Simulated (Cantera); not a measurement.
Input (Python, Cantera):

```python
import numpy as np
import cantera as ct

gas = ct.Solution("gri30.yaml")
gas.TPX = 1675, 670000, {'C3H8': 1, 'O2': 11.1, 'N2': 41.8}
reactor = ct.IdealGasConstPressureReactor(gas, energy="on", clone=False)
net = ct.ReactorNet([reactor])
net.rtol, net.atol = 1e-08, 1e-16
show = ['C3H8', 'O2', 'HCN', 'CH3', 'CH4', 'CO', 'HO2']
times = np.geomspace(1e-06, 1, 16)

steps = ct.SolutionArray(gas, extra=["t"])
rows = []
print(f"{'t/s':>10s}{'T/K':>9s}{'P/Pa':>11s}" + "".join(f"{s:>11s}" for s in show))
for t in times:
    while net.time < t:
        t_next = net.step()
        steps.append(gas.state, t=t_next)
    rows.append([np.interp(t, steps.t, y) for y in (steps.T, steps.P, *steps(*show).X.T)])
    print(f"{t:10.3e}{rows[-1][0]:9.1f}{rows[-1][1]:11.4g}" + "".join(f"{x:11.3e}" for x in rows[-1][2:]))
rate = np.gradient(steps.T, steps.t)
print("integrator steps:", len(steps.t))
if steps.T.max() > steps.T[0] + 200:
    print(f"time of steepest temperature rise: {steps.t[rate.argmax()]:.4e} s")
gas.TPX = 1675, 670000, {'C3H8': 1, 'O2': 11.1, 'N2': 41.8}
gas.equilibrate("HP")
print(f"equilibrium (HP): T = {gas.T:.1f} K  " + "  ".join(f"{s} {gas[s].X[0]:.3e}" for s in show))
```

Output:

```
       t/s      T/K       P/Pa       C3H8         O2        HCN        CH3        CH4         CO        HO2
 1.000e-06   1666.4    6.7e+05  1.658e-02  2.048e-01  1.794e-11  1.328e-03  5.511e-05  5.131e-05  1.765e-04
 2.512e-06   1672.4    6.7e+05  1.149e-02  2.005e-01  5.137e-10  2.090e-03  4.576e-04  1.013e-03  2.916e-04
 6.310e-06   2127.4    6.7e+05  8.637e-12  1.292e-01  6.865e-07  6.142e-05  7.477e-05  4.351e-02  6.968e-05
 1.585e-05   2436.7    6.7e+05  1.754e-44  1.095e-01  8.956e-12  1.923e-15  1.469e-16  1.077e-02  1.657e-05
 3.981e-05   2549.8    6.7e+05 -2.450e-44  1.092e-01  4.629e-12  2.541e-17  2.730e-18  3.954e-03  1.327e-05
 1.000e-04   2562.0    6.7e+05  6.242e-47  1.090e-01  3.945e-12  9.012e-18  1.011e-18  3.072e-03  1.355e-05
 2.512e-04   2560.7    6.7e+05  5.827e-51  1.086e-01  4.187e-12  8.781e-18  9.888e-19  3.052e-03  1.348e-05
 6.310e-04   2557.5    6.7e+05  1.096e-50  1.077e-01  4.710e-12  8.458e-18  9.597e-19  3.017e-03  1.329e-05
 1.585e-03   2550.9    6.7e+05  9.305e-51  1.059e-01  5.582e-12  7.818e-18  9.016e-19  2.947e-03  1.292e-05
 3.981e-03   2541.1    6.7e+05  7.267e-51  1.033e-01  6.463e-12  6.946e-18  8.203e-19  2.845e-03  1.239e-05
 1.000e-02   2534.5    6.7e+05  6.125e-51  1.015e-01  6.849e-12  6.401e-18  7.684e-19  2.778e-03  1.204e-05
 2.512e-02   2533.6    6.7e+05  5.976e-51  1.012e-01  6.892e-12  6.326e-18  7.612e-19  2.768e-03  1.199e-05
 6.310e-02   2533.6    6.7e+05  5.975e-51  1.012e-01  6.892e-12  6.326e-18  7.611e-19  2.768e-03  1.199e-05
 1.585e-01   2533.6    6.7e+05  5.975e-51  1.012e-01  6.892e-12  6.326e-18  7.611e-19  2.768e-03  1.199e-05
 3.981e-01   2533.6    6.7e+05  5.975e-51  1.012e-01  6.892e-12  6.326e-18  7.611e-19  2.768e-03  1.199e-05
 1.000e+00   2533.6    6.7e+05  5.975e-51  1.012e-01  6.892e-12  6.326e-18  7.611e-19  2.768e-03  1.199e-05
integrator steps: 1529
time of steepest temperature rise: 5.8754e-06 s
equilibrium (HP): T = 2533.6 K  C3H8 1.148e-50  O2 1.012e-01  HCN 6.892e-12  CH3 9.406e-18  CH4 1.132e-18  CO 2.768e-03  HO2 1.199e-05
```

Computed with Cantera and GRI-Mech 3.0 (53 species, 325 reactions). GRI-Mech 3.0 was tuned for natural gas; its chemistry of propane as a main component is partial and can be far from experiment.
